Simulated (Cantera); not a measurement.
A closed system holds: 1 mol Al2O3, 0.35 mol H2O, 5.7 mol H2, 2.7 mol HCl, held at 1573 K and 7.50 Torr.

Cantera equilibrium calculation (NASA polynomials, part measured and part estimated; ideal gas, pure solids and liquids). Candidate condensed phases: Al, AlCl3, Al2O3, H2O; 29 gas species. Rates play no part.

Base state: H2 0.651, HCl 0.308, H2O 0.0400, H 0.000328, Cl 0.000123 (mole fractions); condensed: Al2O3(s).

Task: What changes in the equilibrium state with this change: temperature from 1573 K to 1723.15 K?

Result: 
```
species          before     after
-------------  --------  --------
H2                0.651     0.650
HCl               0.308     0.308
H2O              0.0400    0.0400
H              0.000328   0.00147
Cl             0.000123  0.000540
Al2O3(s), mol     1.000     1.000
```
